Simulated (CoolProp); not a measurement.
Vapour-liquid equilibrium of o-xylene (1) + n-decane (2) at 219.85 °C; x and y are mole fractions of (1).

Values from CoolProp's multi-fluid Helmholtz-energy mixture model, Zhou 2012 and Lemmon 2006; pair parameters Bell 2016.

### Question
Give the bubble pressure and the first vapour's composition at x = 0.35, 0.65, 0.95. Is there an azeotrope?

### Answer
x = 0.35: 3.660 bar, y = 0.475; x = 0.65: 4.393 bar, y = 0.758; x = 0.95: 5.153 bar, y = 0.970. No azeotrope shows between x = 0.05 and 0.95.

Pair parameters are fitted to limited data, so mixtures are less certain than the pure fluids.
